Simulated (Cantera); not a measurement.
# Equilibrium for carbothermic reduction: SiO₂ + CO

A closed system holds: 1 mol SiO₂, 1.7 mol CO, at 1202 °C and 1330 Pa.

Method: chemical equilibrium by Gibbs-energy minimisation in Cantera with the NASA 1993 tables (ideal gas, pure condensed phases). Candidate condensed phases: C, Si, SiC, SiO₂; 20 gas species. The tables hold silica as quartz up to 1696 K and as liquid above; real silica turns to tridymite and cristobalite and melts near 1996 K. Rates play no part.

```yaml
x(CO): 1.000
x(CO₂): 0.000157
x(SiO): 0.000157
n(SiO₂(β-quartz)): 1.000 mol
gas_amount: 1.700 mol
log10 activity of C(graphite) (absent): -1.15
log10 activity of Si(s) (absent): -4.38
```
